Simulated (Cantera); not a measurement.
A closed system holds: 1 mol Al₂O₃, 2400 mol H₂, 20 mol N₂, equilibrated at 1300 K and 190000 Pa.

Equilibrium computed with Cantera from the NASA thermochemical tables; the gas is ideal and each condensed phase is pure. Candidate condensed phases: Al, AlN, Al₂O₃, H₂O; 35 gas species. Mutual solubility and eutectic melting of coexisting phases are not modelled. The numbers say what is thermodynamically allowed, not how fast it happens.

Base state: H₂ 0.992, N₂ 0.00825, NH₃ 2.11e-5 (mole fractions); condensed: AlN(s) + Al₂O₃(s).

What changes in the equilibrium state with this change: temperature from 1300 K to 2150 K?


```tsv
species	before	after
H₂	0.992	0.988
N₂	0.00825	0.00825
H	7.99e-7	0.00304
H₂O	1.92e-6	0.000308
Al	<1e-9	9.26e-5
Al₂O	<1e-9	6.03e-5
AlH	<1e-9	2.61e-5
AlOH	<1e-9	1.95e-5
NH₃	2.11e-5	2.70e-6
AlN(s), mol	0.00310	0
Al₂O₃(s), mol	0.998	0.686
```
The tables' values for AlOH are old estimates; treat these amounts as uncertain.
